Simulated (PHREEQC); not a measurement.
Solution (25 °C): 0.13 mol/kgw NH4HF2, 0.00078 mol/kgw H2SiF6, 0.00029 mol/kgw H3PO4 and 0.042 mol/kgw H2SO4. Closed to the air; pH follows from the charge balance.

Computed with PHREEQC (ion-association model, phreeqc.dat).

This is a speciation only: nothing precipitates in the calculation.

Problem. Order these S species by the share of S that they hold, largest first: SO4-2, HSO4-, NH4SO4-.

Solution. SO4-2 (60 %), NH4SO4- (28 %), HSO4- (13 %)

The pH is 2.29 and the ionic strength 0.151 mol/kgw. Complexes and solids missing from the database can't appear. SiF6-2 is the database's only silicon fluoride.
